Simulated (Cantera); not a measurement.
A perfectly stirred reactor is fed with CH₄ : N₂ = 1 : 1.1 (molar parts), at 0.0263 atm; it is held at 1900 K, and followed from long to short residence time.

Model: GRI-Mech 3.0 (53 species, 325 reactions), integrated in Cantera. GRI-Mech 3.0 stops at C3 and has no aromatics, soot or wall deposition, so with more carbon than oxygen in the feed, carbon stays in small species such as C2H2 where larger ones or solid carbon would form. Radical loss at walls, strong at low pressure, is not modelled.

Task: What does this change do: pressure from 0.0263 atm to 0.365 atm?

Result: 
```csv
quantity,before,after
x(CH₄) at τ = 1.80 s,0.00884,0.00587
x(C₂H₂) at τ = 1.80 s,0.158,0.159
x(H) at τ = 1.80 s,0.00224,0.000889
x(HCN) at τ = 1.80 s,0.000178,0.000105
x(C₂H) at τ = 1.80 s,9.74e-6,3.86e-6
x(CH₄) at τ = 57.0 ms,0.0790,0.0345
x(C₂H₂) at τ = 57.0 ms,0.131,0.149
x(H) at τ = 57.0 ms,0.00116,0.000758
x(HCN) at τ = 57.0 ms,6.52e-6,1.07e-5
x(C₂H) at τ = 57.0 ms,4.97e-6,3.29e-6
```
